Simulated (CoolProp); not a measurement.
Properties of R1336mzz(E) along the isobar 1.01 bar (Tc = 403.5 K, pc = 27.79 bar, ω = 0.413).

Model: reference Helmholtz-energy equation of state, Akasaka 2023, in CoolProp.

```csv
T (K),phase,Z,cp (kJ/(kg K)),speed of sound (m/s),Joule-Thomson coefficient (K/MPa),fugacity coefficient
240.2,liquid,0.005596,1.190,841.2,-0.3410,0.1331
255.7,liquid,0.005399,1.200,765.5,-0.3150,0.3110
271.1,liquid,0.005239,1.213,691.6,-0.2803,0.6371
286.5,gas,0.9546,0.8229,119.6,29.11,0.9565
302,gas,0.9625,0.8366,123.6,24.63,0.9638
317.4,gas,0.9687,0.8494,127.3,21.15,0.9696
332.8,gas,0.9736,0.8615,130.9,18.37,0.9742
348.3,gas,0.9775,0.8729,134.3,16.12,0.9780
363.7,gas,0.9808,0.8837,137.6,14.27,0.9811
379.1,gas,0.9834,0.8940,140.7,12.74,0.9837
394.6,gas,0.9857,0.9039,143.8,11.44,0.9858
410,gas,0.9876,0.9135,146.8,10.34,0.9877
```
